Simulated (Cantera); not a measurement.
A perfectly stirred reactor is fed with C₂H₆ : N₂ = 1 : 25 (molar parts), at 5.70 Torr; it is held at 1773 K, and followed from long to short residence time.

Cantera simulation using GRI-Mech 3.0 (53 species, 325 reactions); the numbers are that mechanism's predictions, not measurements. GRI-Mech 3.0 stops at C3 and has no aromatics, soot or wall deposition, so with more carbon than oxygen in the feed, carbon stays in small species such as C2H2 where larger ones or solid carbon would form. Radical loss at walls, strong at low pressure, is not modelled.

### Question
What does this change do: temperature 1773 to 1200 K?

### Answer
```tsv
quantity	before	after
x(C₂H₆) at τ = 5.80 s	3.38e-6	0.00210
x(CH₄) at τ = 5.80 s	0.00106	0.00923
x(H) at τ = 5.80 s	0.000842	1.06e-5
x(C₂H) at τ = 5.80 s	3.29e-6	8.13e-10
x(C₂H₂) at τ = 5.80 s	0.0348	0.0186
x(C₂H₆) at τ = 0.100 s	0.000176	0.0318
x(CH₄) at τ = 0.100 s	0.00552	0.00106
x(H) at τ = 0.100 s	0.00104	6.58e-6
x(C₂H) at τ = 0.100 s	4.21e-6	3.89e-11
x(C₂H₂) at τ = 0.100 s	0.0311	0.000177
```

### Question
What does this change do: N2 25 to 210 parts?

### Answer
```csv
quantity,before,after
x(C₂H₆) at τ = 5.80 s,3.38e-6,6.79e-7
x(CH₄) at τ = 5.80 s,0.00106,0.000133
x(H) at τ = 5.80 s,0.000842,0.000233
x(C₂H) at τ = 5.80 s,3.29e-6,8.55e-7
x(C₂H₂) at τ = 5.80 s,0.0348,0.00424
x(C₂H₆) at τ = 0.100 s,0.000176,3.44e-5
x(CH₄) at τ = 0.100 s,0.00552,0.000482
x(H) at τ = 0.100 s,0.00104,0.000391
x(C₂H) at τ = 0.100 s,4.21e-6,1.54e-6
x(C₂H₂) at τ = 0.100 s,0.0311,0.00386
```
